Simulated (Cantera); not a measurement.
Premixed flame

A freely propagating, adiabatic, planar premixed flame of 11.5 % CH4, 19.2 % O2, 67.0 % N2, 2.30 % H2, unburnt at 450 K and 52000 Pa; mixture-averaged transport, grid criteria slope 0.08 and curve 0.16, no radiation.

Computed with Cantera and GRI-Mech 3.0 (53 species, 325 reactions). Burning velocities carry a grid error of a few per cent, more on coarse grids.

```json
[
 {"z (mm)": "-1.79", "T (K)": "450", "u (m/s)": "0.981", "x CH4": "0.115", "x O2": "0.192", "x H2": "0.0238", "x HCN": "<1e-8", "x NO": "<1e-8", "x CO": "1.30e-6"},
 {"z (mm)": "-1.19", "T (K)": "452", "u (m/s)": "0.986", "x CH4": "0.115", "x O2": "0.191", "x H2": "0.0257", "x HCN": "<1e-8", "x NO": "<1e-8", "x CO": "2.02e-5"},
 {"z (mm)": "-0.895", "T (K)": "459", "u (m/s)": "1.00", "x CH4": "0.114", "x O2": "0.191", "x H2": "0.0284", "x HCN": "<1e-8", "x NO": "1.65e-8", "x CO": "0.000136"},
 {"z (mm)": "-0.597", "T (K)": "532", "u (m/s)": "1.17", "x CH4": "0.109", "x O2": "0.186", "x H2": "0.0348", "x HCN": "1.34e-7", "x NO": "2.58e-7", "x CO": "0.00176"},
 {"z (mm)": "-0.298", "T (K)": "1004", "u (m/s)": "2.26", "x CH4": "0.0771", "x O2": "0.148", "x H2": "0.0458", "x HCN": "2.34e-6", "x NO": "3.53e-6", "x CO": "0.0188"},
 {"z (mm)": "-0.149", "T (K)": "1440", "u (m/s)": "3.29", "x CH4": "0.0426", "x O2": "0.103", "x H2": "0.0512", "x HCN": "6.27e-6", "x NO": "8.40e-6", "x CO": "0.0417"},
 {"z (mm)": "0", "T (K)": "1822", "u (m/s)": "4.21", "x CH4": "0.0118", "x O2": "0.0524", "x H2": "0.0518", "x HCN": "1.32e-5", "x NO": "1.71e-5", "x CO": "0.0658"},
 {"z (mm)": "0.149", "T (K)": "1999", "u (m/s)": "4.63", "x CH4": "0.00141", "x O2": "0.0217", "x H2": "0.0463", "x HCN": "1.64e-5", "x NO": "3.00e-5", "x CO": "0.0730"},
 {"z (mm)": "0.298", "T (K)": "2045", "u (m/s)": "4.73", "x CH4": "0.000102", "x O2": "0.00980", "x H2": "0.0419", "x HCN": "1.14e-5", "x NO": "4.14e-5", "x CO": "0.0686"},
 {"z (mm)": "0.597", "T (K)": "2070", "u (m/s)": "4.77", "x CH4": "4.42e-7", "x O2": "0.00449", "x H2": "0.0407", "x HCN": "3.62e-6", "x NO": "5.22e-5", "x CO": "0.0609"},
 {"z (mm)": "1.19", "T (K)": "2094", "u (m/s)": "4.81", "x CH4": "<1e-8", "x O2": "0.00334", "x H2": "0.0413", "x HCN": "4.43e-7", "x NO": "5.81e-5", "x CO": "0.0572"},
 {"z (mm)": "2.39", "T (K)": "2126", "u (m/s)": "4.87", "x CH4": "<1e-8", "x O2": "0.00263", "x H2": "0.0411", "x HCN": "1.62e-8", "x NO": "6.27e-5", "x CO": "0.0567"},
 {"z (mm)": "4.77", "T (K)": "2166", "u (m/s)": "4.95", "x CH4": "<1e-8", "x O2": "0.00182", "x H2": "0.0405", "x HCN": "<1e-8", "x NO": "6.93e-5", "x CO": "0.0567"}
]
```
x: mole fraction of selected species; z is measured from the peak of heat release.

- laminar burning velocity: 98.0 cm/s
- thermal thickness: 0.597 mm
- peak x(HCN): 1.66e-5
- peak x(CO): 0.0731
- grid points: 162
